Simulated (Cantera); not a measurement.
A closed system holds: 1 mol Si, 8.6 mol HBr, 34 mol N2, held at 13.3 mbar.

Equilibrium computed with Cantera from the NASA thermochemical tables; the gas is ideal and each condensed phase is pure. Candidate condensed phases: Br2, Si, Si3N4; 28 gas species. N2 is the only nitrogen source here; it is nearly inert below about 1500 K, so the nitride shown seldom forms there in practice. The tables' values for SiBr3 are old estimates; treat these amounts as uncertain. The numbers say what is thermodynamically allowed, not how fast it happens.

Problem. At 1100 K, list the 5 most abundant gas species with their mole fractions, and the condensed phases.

Solution. N2 0.804, HBr 0.164, H2 0.0207, SiBr4 0.0103, Br 0.000201. Condensed: Si3N4(s).
